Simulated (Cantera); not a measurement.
Input: 1 mol CF₄, 2.8 mol F₂, equilibrated at 1.40 mbar.

Cantera equilibrium calculation (NASA polynomials, part measured and part estimated; ideal gas, pure solids and liquids). Candidate condensed phases: C; 13 gas species. Gases not in the tables: C₂F₆ and larger saturated fluorocarbons. The numbers say what is thermodynamically allowed, not how fast it happens.

Problem. At 1900 °C, list the 5 most abundant gas species with their mole fractions, and the condensed phases.

Solution. F 0.866, CF₄ 0.0748, CF₂ 0.0562, CF₃ 0.00270, CF 0.000301. Condensed: gas only.
